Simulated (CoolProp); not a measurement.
Vapour-liquid equilibrium of ethylbenzene (1) + n-nonane (2) at 279.5 K; x and y are mole fractions of (1).

The numbers come from the multi-fluid Helmholtz-energy mixture model, Zhou 2012 and Lemmon 2006; pair parameters Bell 2016 in CoolProp.

| x | bubble pressure (bar) | y at the bubble point | dew pressure at overall composition x (bar) | liquid density (mol/L) |
|---|---|---|---|---|
| 0.05 | 0.001833 | 0.156 | 0.001689 | 5.773 |
| 0.15 | 0.002214 | 0.372 | 0.001824 | 5.964 |
| 0.25 | 0.002553 | 0.514 | 0.001982 | 6.168 |
| 0.35 | 0.002846 | 0.614 | 0.002169 | 6.386 |
| 0.45 | 0.003099 | 0.690 | 0.002390 | 6.620 |
| 0.55 | 0.003317 | 0.751 | 0.002654 | 6.871 |
| 0.65 | 0.003507 | 0.805 | 0.002964 | 7.141 |
| 0.75 | 0.003677 | 0.856 | 0.003312 | 7.434 |
| 0.85 | 0.003832 | 0.908 | 0.003658 | 7.750 |
| 0.95 | 0.003971 | 0.967 | 0.003935 | 8.094 |

No azeotrope shows between x = 0.05 and 0.95.

Pair parameters are fitted to limited data, so mixtures are less certain than the pure fluids.
